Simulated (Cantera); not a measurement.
# Transport properties of process gases

Gas mixture: CO = 0.78 (molar parts), at 0.0990 bar, frozen composition.

Cantera's kinetic-theory transport with the Lennard-Jones parameters of GRI-Mech 3.0, ideal gas; thermal conductivity in the mixture-averaged form.

```
T (K)  ρ (kg/m³)  cp (J/kg/K)  μ (µPa s)  λ (mW/m/K)     Pr  D (cm²/s) NO  D (cm²/s) OH  D (cm²/s) N₂
-----  ---------  -----------  ---------  ----------  -----  ------------  ------------  ------------
400       0.0834         1049       22.0        31.7  0.726          3.44          5.31          3.50
650       0.0513         1098       30.7        47.2  0.714          7.86          12.1          7.99
900       0.0371         1164       38.1        61.9  0.716          13.6          20.8          13.8
1150      0.0290         1211       44.7        75.7  0.715          20.4          31.3          20.8
1400      0.0238         1246       50.8        88.6  0.714          28.3          43.4          28.8
1650      0.0202         1271       56.5         101  0.713          37.2          57.0          37.8
1900      0.0176         1289       61.9         112  0.712          46.9          72.0          47.7
```
D: mixture-averaged diffusion coefficient of that species in the mixture.
